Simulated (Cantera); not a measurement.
Equilibrium for chlorosilane synthesis and conversion: Si + HCl + H₂

Charge: 1 mol Si, 2.9 mol HCl, 0.66 mol H₂, equilibrated at 377 °C and 750 Torr.

Method: chemical equilibrium by Gibbs-energy minimisation in Cantera with the NASA 1993 tables (ideal gas, pure condensed phases). Candidate condensed phases: Si; 19 gas species. The numbers say what is thermodynamically allowed, not how fast it happens.

| Item | Value |
|---|---|
| x(H₂) | 0.713 |
| x(SiCl₄) | 0.191 |
| x(SiHCl₃) | 0.0930 |
| x(SiH₂Cl₂) | 0.00263 |
| x(HCl) | 0.000119 |
| x(SiH₃Cl) | 1.53e-5 |
| x(SiCl₃) | 1.83e-6 |
| n(Si(s)) | 0.207 mol |
| gas amount | 2.767 mol |
